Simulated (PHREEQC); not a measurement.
A solution holds 0.0044 mol/kgw TMAH, 4.3e-05 mol/kgw CO2 and 8.6e-05 mol/kgw (CH3)4NCl, at 50 °C. Closed to the air; pH follows from the charge balance.

Model: ion-association model, phreeqc.dat, run in PHREEQC.

```yaml
pH: 10.86
ionic_strength: 0.00452 mol/kgw
total_alkalinity: 4.40 meq/kg
```

| species | molality | activity | log γ |
|---|---|---|---|
| (CH3)4N+ | 0.00449 | 0.00416 | -0.033 |
| OH- | 0.00432 | 0.00400 | -0.033 |
| Cl- | 8.60e-5 | 7.97e-5 | -0.033 |
| CO3-2 | 3.69e-5 | 2.75e-5 | -0.128 |
| HCO3- | 6.05e-6 | 5.62e-6 | -0.032 |

Precipitation was switched off in this run. Complexes and solids missing from the database can't appear. (CH3)4N+ isn't in the database: it is added as a free cation with an ion size of 4 Å. Constants without temperature data keep their 25 °C values here.
